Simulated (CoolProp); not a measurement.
Vapour-liquid equilibrium of R152A (1) + R113 (2) at 7.27 bar; x and y are mole fractions of (1).

Model: multi-fluid Helmholtz-energy mixture model, Outcalt 1996 and Marx 1992; pair parameters Bell 2016, in CoolProp.

Task: Give the bubble temperature and the first vapour's composition at x = 0.15, 0.35, 0.75. Is there an azeotrope?

Result: x = 0.15: 355.6 K, y = 0.617; x = 0.35: 330.4 K, y = 0.836; x = 0.75: 312.5 K, y = 0.944. No azeotrope shows between x = 0.05 and 0.95.

The pair parameters rest on a limited set of measurements; away from them the model extrapolates.
